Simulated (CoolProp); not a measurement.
Properties of octamethylcyclotetrasiloxane (D4) along the isobar 1.8 MPa (Tc = 586.5 K, pc = 1.347 MPa, ω = 0.598).

Values from CoolProp's reference Helmholtz-energy equation of state, Thol 2015.

```
T (K)          phase  cp (kJ/(kg K))  cv (kJ/(kg K))  speed of sound (m/s)  Joule-Thomson coefficient (K/MPa)  isothermal compressibility (1/MPa)  fugacity coefficient
-----  -------------  --------------  --------------  --------------------  ---------------------------------  ----------------------------------  --------------------
434.5         liquid           1.951           1.679                 528.0                            -0.1925                                   ?               0.04352
453           liquid           1.995           1.723                     ?                            -0.1388                                   ?               0.06858
471.6         liquid           2.040           1.766                 433.0                           -0.07065                            0.008292                0.1027
490.1         liquid           2.088           1.809                 386.5                            0.01853                             0.01079                0.1463
508.7         liquid           2.138           1.851                 339.8                                  ?                             0.01456                0.2005
527.2         liquid           2.195           1.892                     ?                             0.3275                             0.02066                0.2643
545.8         liquid           2.263           1.932                 243.9                             0.6337                             0.03183                0.3376
564.3         liquid               ?           1.972                 192.2                              1.227                             0.05640                     ?
582.9         liquid           2.555           2.014                 133.6                              2.850                              0.1386                0.5019
601.4  supercritical           3.480           2.065                 65.83                              12.78                                   ?                0.5829
620    supercritical           2.827           2.084                 65.89                              17.75                               1.425                0.6442
```

### Question
Complete the blanks.

### Answer

- 434.5, isothermal compressibility (1/MPa): 0.005258
- 453, speed of sound (m/s): 480.2
- 453, isothermal compressibility (1/MPa): 0.006534
- 508.7, Joule-Thomson coefficient (K/MPa): 0.1430
- 527.2, speed of sound (m/s): 292.8
- 564.3, cp (kJ/(kg K)): 2.360
- 564.3, fugacity coefficient: 0.4175
- 601.4, isothermal compressibility (1/MPa): 1.006
